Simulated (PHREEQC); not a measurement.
PHREEQC input (Pitzer model, pitzer.dat):

```
SOLUTION 1
  temp 25
  units mol/kgw
  pH 7 charge
  Cl 0.5161
  Mg 0.0727
  C(4) 0.36
  Na 0.3681
  K 0.38
  S(6) 0.0087
END
USE solution 1
INCREMENTAL_REACTIONS false
REACTION 1
  H2O -1
  0 9.886 18.011 24.689 30.178 34.689 38.397 41.444
  43.949 46.007 47.699 49.089 50.232 51.172 51.944 52.578
  53.1 53.528 53.88 54.17 54.408 54.603 54.764 moles
EQUILIBRIUM_PHASES 1
  Arcanite 0 0
  Bischofite 0 0
  Bloedite 0 0
  Brucite 0 0
  Burkeite 0 0
  Carnallite 0 0
  Epsomite 0 0
  Glaserite 0 0
  Halite 0 0
  Hexahydrite 0 0
  Kainite 0 0
  Kalicinite 0 0
  Kieserite 0 0
  Leonite 0 0
  Magnesite 0 0
  Mirabilite 0 0
  Misenite 0 0
  Nahcolite 0 0
  Natron 0 0
  Schoenite 0 0
  Sylvite 0 0
  Thenardite 0 0
  Trona 0 0
  MgCl2_4H2O 0 0
  CO2(g) -3.4 10
SELECTED_OUTPUT 1
  -reset false
  -pH true
  -pe true
  -ionic_strength true
  -water true
  -activities H2O
  -totals C Cl K Mg Na S
  -molalities H+ Na+ K+ Mg+2 Cl- CO3-2 SO4-2 OH- HCO3- CO2
    HSO4- MgOH+ MgCO3
  -equilibrium_phases Arcanite Bischofite Bloedite Brucite Burkeite Carnallite Epsomite Glaserite Halite Hexahydrite
    Kainite Kalicinite Kieserite Leonite Magnesite Mirabilite Misenite Nahcolite Natron Schoenite
    Sylvite Thenardite Trona MgCl2_4H2O
PRINT
  -reset false
END
```

Selected output (columns that matter, 9 of 23 rows; water left (kg) added in front):

```
water left (kg)	pH	mu	C	Cl	K	Mg	Na	S	la_H2O	Glaserite	Halite	Magnesite	Sylvite	Trona
1.00255	9.7695	0.83251	0.13642	0.51479	0.37903	2.3585e-05	0.36716	0.0086779	-0.0096303	0	0	0.072676	0	0
0.557893	9.8434	1.5102	0.231	0.92509	0.68113	2.2449e-05	0.6598	0.015594	-0.017186	0	0	0.072687	0	0
0.311038	9.909	2.7281	0.39498	1.6593	1.2217	2.0734e-05	1.1835	0.027971	-0.031376	0	0	0.072694	0	0
0.211066	9.9561	4.034	0.56826	2.4452	1.8004	1.8656e-05	1.744	0.041219	-0.048096	0	0	0.072696	0	0
0.118508	10.057	7.2055	0.99136	4.355	3.2065	1.4774e-05	3.1061	0.073413	-0.097525	0	0	0.072698	0	0
0.066216	10.059	8.7535	1.264	4.984	2.9286	1.3917e-05	4.6379	0.13139	-0.12507	0	0	0.072699	0.18608	0.020333
0.0442926	9.9486	8.7038	0.94758	5.6016	2.5288	1.3532e-05	5.1959	0.19642	-0.13435	0	0	0.072699	0.26799	0.045987
0.0243518	9.8247	8.8679	0.67835	6.3034	2.123	1.3269e-05	5.9328	0.26187	-0.14895	0.0011615	0.037784	0.0727	0.32482	0.06156
0.013462	9.8247	8.8679	0.67835	6.3034	2.123	1.3269e-05	5.9328	0.26187	-0.14895	0.0025874	0.087586	0.0727	0.34366	0.06602
```
